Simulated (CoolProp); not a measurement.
Vapour-liquid equilibrium of C3F8 (R218) (1) + c-C4F8 (RC318) (2) at 454 kPa; x and y are mole fractions of (1).

Model: multi-fluid Helmholtz-energy mixture model, Lemmon 2006 and Platzer 1990; pair parameters Bell 2016, in CoolProp. This equation is an older, rougher fit; its heat capacities, sound speeds and derivatives of the liquid may be far off and weren't checked against measurements.

Q: Give the bubble temperature and the first vapour's composition at x = 0.35, 0.5, 0.95. Is there an azeotrope?

A: x = 0.35: 27.6 °C, y = 0.526; x = 0.5: 21.4 °C, y = 0.712; x = 0.95: 4.3 °C, y = 0.987. No azeotrope shows between x = 0.05 and 0.95.

Pair parameters are fitted to limited data, so mixtures are less certain than the pure fluids.
